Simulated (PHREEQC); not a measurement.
PHREEQC input (ion-association model, wateq4f.dat):

```
SOLUTION_MASTER_SPECIES
  An  An-  0  An  62.0  # stands for a non-complexing anion
SOLUTION_SPECIES
  An- = An-
    -log_k 0
    -gamma 3.0 0
PHASES
  Fix_H+
    H+ = H+
    -log_k 0
SOLUTION 1
  temp 25
  units mmol/kgw
  pH 7 charge
  Cl 0.22112
  Ba 0.00056
  Ni 0.11
  Na 1
  An 1
END
SELECTED_OUTPUT 1
  -reset false
  -pH true
  -pe true
  -ionic_strength true
  -water true
  -totals Ba Cl Na Ni
  -molalities Hfo_wOH Hfo_wOH2+ Hfo_wO- Hfo_sOH Hfo_sOH2+ Hfo_sO- Hfo_sONi+ Hfo_wONi+ Hfo_sOHBa+2 Hfo_wOBa+
  -saturation_indices Ni(OH)2 Halite
USER_PUNCH 1
  -headings sigma psi
  10 PUNCH EDL("sigma", "Hfo"), EDL("psi", "Hfo")
PRINT
  -reset false
USE solution 1
SURFACE 1
  Hfo_wOH 7.64045e-05 600 0.034
  Hfo_sOH 1.91011e-06
EQUILIBRIUM_PHASES 1
  Fix_H+ -3 HAn 10
    -force_equality true
  O2(g) -0.68 10
END
# ... the last block is repeated for the other 16 points of pH, with NaOH or the acid as the point needs
```

Selected output (columns that matter, 10 of 17 rows; pH added in front):

```
pH	mu	Ba	Na	Ni	m_Hfo_wOH	m_Hfo_wOH2+	m_Hfo_wO-	m_Hfo_sOH	m_Hfo_sOH2+	m_Hfo_sO-	si_Ni(OH)2	si_Halite	sigma	psi
3	0.0024107	5.6e-07	0.001	0.00011	2.242e-05	5.377e-05	2.1415e-07	5.6049e-07	1.3442e-06	5.3538e-09	-8.8529	-8.2845	0.25966	0.23131
4	0.0014491	5.6e-07	0.001	0.00011	4.6619e-05	2.8008e-05	1.7777e-06	1.165e-06	6.9991e-07	4.4423e-08	-6.8328	-8.2744	0.12717	0.20771
5	0.0013478	5.6e-07	0.001	0.00010995	5.5918e-05	1.601e-05	4.4742e-06	1.3659e-06	3.9107e-07	1.0929e-07	-4.8305	-8.2732	0.056116	0.1676
5.5	0.0013376	5.6e-07	0.001	0.00010968	5.759e-05	1.291e-05	5.8855e-06	1.2111e-06	2.7149e-07	1.2377e-07	-3.8313	-8.2731	0.035452	0.14431
6.5	0.0013271	5.5999e-07	0.001003	0.00010696	5.7675e-05	8.626e-06	8.834e-06	1.0837e-07	1.6209e-08	1.66e-08	-1.8421	-8.2716	0.013388	0.095547
7.5	0.0013104	5.5999e-07	0.0010397	8.9683e-05	3.6305e-05	1.4957e-06	2.0189e-05	5.0586e-09	2.084e-10	2.813e-09	0.0803	-8.2558	0.0076663	0.069517
8.5	0.0012947	5.5999e-07	0.0010781	7.3801e-05	7.3158e-06	3.5272e-08	3.4761e-05	5.4879e-10	2.6459e-12	2.6076e-09	1.9777	-8.2398	0.0069578	0.065476
9	0.0012906	5.5999e-07	0.0011035	7.1497e-05	2.6944e-06	4.4817e-09	3.711e-05	1.8943e-10	3.1509e-13	2.609e-09	2.9019	-8.2296	0.0065996	0.063239
10	0.0013372	5.5993e-07	0.0013094	7.0947e-05	8.5956e-07	4.4079e-10	3.8399e-05	5.954e-11	3.0533e-14	2.6598e-09	3.9156	-8.1559	0.0030827	0.034313
11	0.0023147	5.5059e-07	0.0023128	7.174e-05	1.0491e-06	6.4656e-10	3.8993e-05	7.4242e-11	4.5758e-14	2.7595e-09	3.7399	-7.9194	-0.0034302	-0.029567
```

Along this series the solution becomes supersaturated in solids that the run did not let form, among them Ni(OH)2. Complexes and solids missing from the database can't appear. The oxide is taken as insoluble; below pH 4 it would dissolve.
